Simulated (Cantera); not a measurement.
Input: 1 mol MgCO3, 1.6 mol C, 1.4 mol H2, held at 10.0 mbar.

Cantera equilibrium calculation (NASA polynomials, part measured and part estimated; ideal gas, pure solids and liquids). Candidate condensed phases: C, C6H6, C7H8, C8H18, H2O, Mg, MgCO3, MgO, Mg(OH)2; 116 gas species. Rates play no part. All values below are at 725 K.

Base state: H2 0.443, CO2 0.286, CO 0.141, H2O 0.120, CH4 0.0101 (mole fractions); condensed: C(graphite) + MgO(s).

Problem. What changes in the equilibrium state with this change: pressure from 10.0 mbar to 1 atm?

Solution. 
```
species           before   after
----------------  ------  ------
H2O                0.120   0.411
CO2                0.286   0.329
H2                 0.443   0.141
CO                 0.141  0.0150
CH4               0.0101   0.103
C(graphite), mol    1.55    1.77
MgO(s), mol         1.00    1.00
```
